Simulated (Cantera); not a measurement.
What does this Cantera script print?

```python
import numpy as np
import cantera as ct

gas_names = """
    CL CL2 H HCL H2 N NH NH2 NH3 N2 N2H2 N2H4 Si SiCL SiCL2 SiCL3 SiCL4 SiH SiHCL3 SiH2 SiH2CL2 SiH3
    SiH3CL SiH4 SiN Si2 Si2N Si3
""".split()
cond_names = """
    NH4CL(a) NH4CL(b) Si(cr) Si(L) Si3N4(a)
""".split()


# ... load() reads the species with a 1 bar reference pressure and builds the phases ...
atoms = {
    'SiHCl3': {'Si': 1, 'H': 1, 'CL': 3},
    'N2': {'N': 2},
    'H2': {'H': 2},
}
top_T = {'Si3N4(a)': 2400}  # K; cautious upper limits of use, not melting points


# ... equilibrate(T, P, feed) seeds the gas with the atoms and calls Mixture.equilibrate('TP', solver="vcs", rtol=1e-11, max_steps=5000) ...
results = []
feed = {'SiHCl3': 1, 'N2': 26, 'H2': 0.12}  # mol
T = 998  # K
P = 88000  # Pa
mix = equilibrate(T, P, feed)
results.append((T, P, feed, dict(zip(mix.species_names, mix.species_moles))))
print(gas.report(threshold=0.0001))
for i in range(1, mix.n_phases):
    print(f"{mix.phase(i).name:16s} {mix.phase_moles(i):12.5e} mol")
```

Output:

```
       temperature   998 K
          pressure   88000 Pa
           density   0.32693 kg/m^3
  mean mol. weight   30.827 kg/kmol
   phase of matter   gas

                          1 kg             1 kmol
                     ---------------   ---------------
          enthalpy         2.169e+05        6.6866e+06  J
   internal energy            -52265       -1.6112e+06  J
           entropy              7628        2.3515e+05  J/K
    Gibbs function       -7.3959e+06         -2.28e+08  J
 heat capacity c_p            1102.6             33991  J/K
 heat capacity c_v             832.9             25676  J/K

                      mass frac. Y      mole frac. X     chem. pot. / RT
                     ---------------   ---------------   ---------------
               HCL          0.041814          0.035357           -38.867
                H2        0.00032936         0.0050364           -22.919
                N2           0.85507           0.94095           -25.045
             SiCL4           0.10268          0.018632           -129.78
     [  +24 minor]        0.00010148        2.3298e-05

Si(cr)            0.00000e+00 mol
Si3N4(a)          1.63669e-01 mol
```

Method: chemical equilibrium by Gibbs-energy minimisation in Cantera with the NASA 1993 tables (ideal gas, pure condensed phases). N2 is the only nitrogen source here; it is nearly inert below about 1500 K, so the nitride shown seldom forms there in practice.
